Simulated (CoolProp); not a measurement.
Vapour-liquid equilibrium of octamethyltrisiloxane (MDM) (1) + octamethylcyclotetrasiloxane (D4) (2) at 430.3 K; x and y are mole fractions of (1).

Values from CoolProp's multi-fluid Helmholtz-energy mixture model, Thol 2017 and Thol 2015; pair parameters Bell 2016.

```json
[
 {"x": "0.05", "bubble pressure (kPa)": "64.50", "y at the bubble point": "0.090", "dew pressure at overall composition x (kPa)": "63.16", "liquid density (mol/L)": "2.674"},
 {"x": "0.125", "bubble pressure (kPa)": "68.71", "y at the bubble point": "0.209", "dew pressure at overall composition x (kPa)": "65.69", "liquid density (mol/L)": "2.685"},
 {"x": "0.2", "bubble pressure (kPa)": "72.75", "y at the bubble point": "0.312", "dew pressure at overall composition x (kPa)": "68.38", "liquid density (mol/L)": "2.697"},
 {"x": "0.275", "bubble pressure (kPa)": "76.68", "y at the bubble point": "0.405", "dew pressure at overall composition x (kPa)": "71.25", "liquid density (mol/L)": "2.709"},
 {"x": "0.35", "bubble pressure (kPa)": "80.53", "y at the bubble point": "0.488", "dew pressure at overall composition x (kPa)": "74.31", "liquid density (mol/L)": "2.721"},
 {"x": "0.425", "bubble pressure (kPa)": "84.34", "y at the bubble point": "0.565", "dew pressure at overall composition x (kPa)": "77.59", "liquid density (mol/L)": "2.733"},
 {"x": "0.5", "bubble pressure (kPa)": "88.13", "y at the bubble point": "0.635", "dew pressure at overall composition x (kPa)": "81.10", "liquid density (mol/L)": "2.746"},
 {"x": "0.575", "bubble pressure (kPa)": "91.94", "y at the bubble point": "0.701", "dew pressure at overall composition x (kPa)": "84.88", "liquid density (mol/L)": "2.758"},
 {"x": "0.65", "bubble pressure (kPa)": "95.78", "y at the bubble point": "0.763", "dew pressure at overall composition x (kPa)": "88.96", "liquid density (mol/L)": "2.771"},
 {"x": "0.725", "bubble pressure (kPa)": "99.66", "y at the bubble point": "0.820", "dew pressure at overall composition x (kPa)": "93.41", "liquid density (mol/L)": "2.784"},
 {"x": "0.8", "bubble pressure (kPa)": "103.6", "y at the bubble point": "0.874", "dew pressure at overall composition x (kPa)": "98.28", "liquid density (mol/L)": "2.796"},
 {"x": "0.875", "bubble pressure (kPa)": "107.6", "y at the bubble point": "0.924", "dew pressure at overall composition x (kPa)": "103.7", "liquid density (mol/L)": "2.809"},
 {"x": "0.95", "bubble pressure (kPa)": "111.6", "y at the bubble point": "0.971", "dew pressure at overall composition x (kPa)": "109.8", "liquid density (mol/L)": "2.821"}
]
```

No azeotrope shows between x = 0.05 and 0.95.

Pair parameters are fitted to limited data, so mixtures are less certain than the pure fluids.
